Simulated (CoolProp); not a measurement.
n-dodecane along the isobar 5.53 MPa: fugacity coefficient from the reference equation and from simpler models built on Tc = 385.0 °C, pc = 1.818 MPa, ω = 0.574; each cubic takes its own stable root.

The numbers come from the reference Helmholtz-energy equation of state, Lemmon 2004 in CoolProp. It is a short technical equation, of lower accuracy than the large ones.

```tsv
T (°C)	phase	reference	Redlich-Kwong	Soave-Redlich-Kwong
15.95	liquid	2.483e-6	0.0002008	2.939e-6
30.45	liquid	8.323e-6	0.0004352	9.558e-6
44.95	liquid	2.435e-5	0.0008617	2.737e-5
59.45	liquid	6.346e-5	0.001581	7.021e-5
73.95	liquid	0.0001496	0.002716	0.0001638
88.45	liquid	0.0003233	0.004413	0.0003516
102.95	liquid	0.0006480	0.006828	0.0007021
117.55	liquid	0.001220	0.01015	0.001320
132.05	liquid	0.002157	0.01451	0.002335
146.55	liquid	0.003622	0.02006	0.003928
161.05	liquid	0.005807	0.02696	0.006317
175.55	liquid	0.008937	0.03532	0.009758
190.05	liquid	0.01326	0.04522	0.01453
```
